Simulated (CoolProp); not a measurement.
A single-stage vapour-compression cycle with the fluid: evaporating at 322.15 K (dew point), condensing at 366.15 K (bubble point), superheat 2 K, subcooling 0 K, compressor efficiency 0.65, no pressure losses. The same conditions are run with several fluids, on thermodynamics alone (safety and materials aside).

Model: reference Helmholtz-energy equation of state of each fluid (cyclopentane: Gedanitz 2015; R1336mzz(Z): McLinden 2020; R236FA: Pan 2012; n-heptane: Span 2003; benzene: Thol 2012; neopentane: Lemmon 2006), in CoolProp.

```tsv
fluid	cooling COP	pressure ratio	discharge temperature (K)	refrigerating effect (kJ/kg)	volumetric capacity (kJ/m³)
cyclopentane	4.07	3.50	379.6	___	817
R1336mzz(Z)	3.57	3.45	366.2	101	___
R236FA	3.05	2.94	367.7	71.2	___
n-heptane	___	4.76	366.2	___	169
benzene	4.20	4.26	___	336	345
neopentane	3.36	2.81	366.2	170	1760
```

### Question
Fill in the missing entries.

### Answer

- cyclopentane, refrigerating effect (kJ/kg): 302
- R1336mzz(Z), volumetric capacity (kJ/m³): 1150
- R236FA, volumetric capacity (kJ/m³): 2680
- n-heptane, cooling COP: 3.86
- n-heptane, refrigerating effect (kJ/kg): 247
- benzene, discharge temperature (K): 389.1

The compression ends wet for: R1336mzz(Z); n-heptane; neopentane.
